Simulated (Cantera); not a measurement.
Thermodynamics of boron, boron nitride and boron oxide, feed borazine + N2 + H2

Input: 1 mol borazine, 0.33 mol N2, 9.6 mol H2, at 2275 K.

Cantera equilibrium calculation (NASA polynomials, part measured and part estimated; ideal gas, pure solids and liquids). Candidate condensed phases: B, BN; 15 gas species. The feed counts by its element totals alone. Mutual solubility and eutectic melting of coexisting phases are not modelled. The tables' values for BH2 are old estimates; treat these amounts as uncertain. Gases not in the tables: B2H6 and higher boranes. Kinetics and transport are ignored.

```json
[
 {"P (Pa)": "10", "x H2": "0.342", "x H": "0.497", "x N2": "0.0859", "x B": "0.0739", "x BH2": "0.000639", "x BH": "0.000407", "n B(s)": "1.40", "n BN(s)": "0"},
 {"P (Pa)": "37", "x H2": "0.548", "x H": "0.327", "x N2": "0.104", "x B": "0.0200", "x BH2": "0.00102", "x BH": "0.000268", "n B(s)": "2.62", "n BN(s)": "0"},
 {"P (Pa)": "140", "x H2": "0.691", "x H": "0.189", "x N2": "0.114", "x B": "0.00528", "x BH2": "0.00129", "x BH": "0.000154", "n B(s)": "2.89", "n BN(s)": "0"},
 {"P (Pa)": "520", "x H2": "0.773", "x H": "0.104", "x N2": "0.120", "x B": "0.00142", "x BH2": "0.00144", "x BH": "8.48e-5", "n B(s)": "2.95", "n BN(s)": "0"},
 {"P (Pa)": "1900", "x H2": "0.819", "x H": "0.0557", "x N2": "0.123", "x B": "0.000389", "x BH2": "0.00153", "x BH": "4.57e-5", "n B(s)": "2.97", "n BN(s)": "0"},
 {"P (Pa)": "7200", "x H2": "0.908", "x H": "0.0301", "x N2": "0.0601", "x B": "0.000103", "x BH2": "0.00169", "x BH": "2.47e-5", "n B(s)": "0.953", "n BN(s)": "2.02"},
 {"P (Pa)": "27000", "x H2": "0.957", "x H": "0.0160", "x N2": "0.0260", "x B": "2.15e-5", "x BH2": "0.00140", "x BH": "1.03e-5", "n B(s)": "0", "n BN(s)": "2.98"},
 {"P (Pa)": "100000", "x H2": "0.965", "x H": "0.00834", "x N2": "0.0258", "x B": "3.03e-6", "x BH2": "0.000738", "x BH": "2.80e-6", "n B(s)": "0", "n BN(s)": "2.99"}
]
```
x: gas mole fraction; n: condensed amount in mol.

From 10.0 Pa to 19.0 mbar the condensed part is B(s). At 72.0 mbar the condensed part is B(s) + BN(s). From 0.270 bar to 1.00 bar the condensed part is BN(s). The share of B in condensed phases is highest at 1.00 bar (99.7 %) and lowest at 10.0 Pa (46.7 %).
